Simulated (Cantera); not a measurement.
## Iron carbonyl, mercury and lead vapours: PbO + H₂

A closed system holds: 1 mol PbO, 1.2 mol H₂, held at 45.0 Pa.

These are equilibrium values from Cantera (NASA tables, ideal gas, pure condensed phases), not measurements of a reactor. Candidate condensed phases: H₂O, Pb, PbO, PbO₂, Pb₃O₄; 12 gas species. Equilibrium is a limit: real reactors are often held back by kinetics, nucleation or transport.

```csv
T (K),x H₂O,x Pb,x H₂,x PbO,x Pb₂,x H,n Pb(s),n Pb(l)
548,0.833,2.91e-10,0.167,<1e-12,<1e-12,<1e-12,1.00,0
623,0.833,4.61e-8,0.167,<1e-12,<1e-12,<1e-12,0,1.00
698,0.833,2.26e-6,0.167,<1e-12,<1e-12,<1e-12,0,1.000
773,0.833,5.13e-5,0.167,9.79e-12,1.91e-12,1.75e-11,0,1.000
848,0.833,0.000665,0.167,6.69e-10,1.41e-10,3.66e-10,0,0.999
923,0.829,0.00564,0.166,2.30e-8,5.08e-9,4.69e-9,0,0.993
998,0.805,0.0344,0.161,4.63e-7,1.05e-7,4.07e-8,0,0.957
1073,0.698,0.162,0.140,6.12e-6,1.41e-6,2.47e-7,0,0.767
1148,0.455,0.454,0.0910,4.20e-5,7.09e-6,1.02e-6,0,0
```
x: gas mole fraction; n: condensed amount in mol.

At 548 K the condensed part is Pb(s). From 623 K to 1073 K the condensed part is Pb(l). At 1148 K nothing is condensed.
